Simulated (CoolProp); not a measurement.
Nitrous oxide along the isobar 9.94 bar: Z from the reference equation and from simpler models built on Tc = 36.4 °C, pc = 72.45 bar, ω = 0.161; each cubic takes its own stable root.

Computed with CoolProp (reference Helmholtz-energy equation of state, Lemmon 2006). It is a short technical equation, of lower accuracy than the large ones.

| T (°C) | phase | reference | van der Waals | Redlich-Kwong | Soave-Redlich-Kwong | Peng-Robinson |
|---|---|---|---|---|---|---|
| -85.25 | liquid | 0.02291 | 0.03680 | 0.02501 | 0.02463 | 0.02182 |
| -64.65 | liquid | 0.02177 | 0.8856 | 0.02392 | 0.02344 | 0.02072 |
| -44.15 | liquid | 0.02108 | 0.9099 | 0.02345 | 0.02286 | 0.02017 |
| -23.55 | gas | 0.8973 | 0.9275 | 0.9076 | 0.9032 | 0.8969 |
| -2.95 | gas | 0.9225 | 0.9406 | 0.9274 | 0.9249 | 0.9190 |
| 17.65 | gas | 0.9396 | 0.9506 | 0.9418 | 0.9408 | 0.9353 |
| 38.15 | gas | 0.9519 | 0.9584 | 0.9526 | 0.9527 | 0.9475 |
| 58.75 | gas | 0.9612 | 0.9647 | 0.9610 | 0.9619 | 0.9571 |
| 79.35 | gas | 0.9684 | 0.9698 | 0.9676 | 0.9691 | 0.9646 |
| 99.95 | gas | 0.9740 | 0.9739 | 0.9728 | 0.9749 | 0.9706 |
| 120.45 | gas | 0.9785 | 0.9774 | 0.9771 | 0.9795 | 0.9755 |
| 141.05 | gas | 0.9821 | 0.9803 | 0.9805 | 0.9832 | 0.9795 |
| 161.65 | gas | 0.9851 | 0.9827 | 0.9834 | 0.9863 | 0.9828 |
| 182.25 | gas | 0.9875 | 0.9848 | 0.9858 | 0.9888 | 0.9855 |
| 202.75 | gas | 0.9896 | 0.9866 | 0.9878 | 0.9910 | 0.9878 |
| 223.35 | gas | 0.9913 | 0.9882 | 0.9895 | 0.9927 | 0.9898 |

At some of these states van der Waals gives the other phase, because its saturation line lies elsewhere.
